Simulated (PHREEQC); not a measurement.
0.015 g of hydrous ferric oxide (600 m²/g; 0.2 weak and 0.005 strong sites per Fe, Dzombak-Morel constants, diffuse double layer) in 1 kg of water with 0.1 mol/kgw of an inert sodium salt and 1e-07 mol Na2SeO3, at 25 °C; the pH is set by adding NaOH or the inert anion's acid. The system is closed to oxygen. No CO2 enters from the air. No solid was allowed to form.

Computed with PHREEQC (ion-association model, wateq4f.dat).

```csv
pH,Se sorbed (%),surface charge σ (C/m²),surface potential ψ (mV)
4,94.4,0.319,146
5,96.9,0.214,126
6,95.4,(withheld),93
6.5,92.9,0.073,74
7.5,75.9,0.022,29
8.5,21.1,-0.014,(withheld)
9.5,0.9,(withheld),-65
10,0.2,-0.094,-85
11,0.0,-0.190,-120
12,0.0,-0.306,-141
```

Some entries are withheld; supply them.


- 6, surface charge σ (C/m²): 0.111
- 8.5, surface potential ψ (mV): -19
- 9.5, surface charge σ (C/m²): -0.060

Species that the database lacks are ignored. The database's selenite sorption wasn't checked against measurements; a fall in acid may be a fault of its surface constants.
